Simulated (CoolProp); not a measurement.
Vapour-liquid equilibrium of benzene (1) + toluene (2) at 0.0269 MPa; x and y are mole fractions of (1).

Values from CoolProp's multi-fluid Helmholtz-energy mixture model, Thol 2012 and Lemmon 2006; pair parameters Bell 2016.

Problem. Give the bubble temperature and the first vapour's composition at x = 0.05, 0.25, 0.75. Is there an azeotrope?

Solution. x = 0.05: 340.7 K, y = 0.123; x = 0.25: 333.2 K, y = 0.480; x = 0.75: 320.2 K, y = 0.899. No azeotrope shows between x = 0.05 and 0.95.

Pair parameters are fitted to limited data, so mixtures are less certain than the pure fluids.
